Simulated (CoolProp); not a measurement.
The numbers come from the reference Helmholtz-energy equation of state, Akasaka 2023 in CoolProp.

Q: For R1224YDZ, give the phase and the density (kg/m³), cv (kJ/(kg K)) at 174.3 K and 7.2 bar; 399.8 K and 7.2 bar.

A: 
- 174.3 K and 7.2 bar: liquid; density 1670, cv 0.691
- 399.8 K and 7.2 bar: gas; density 35.9, cv 0.892
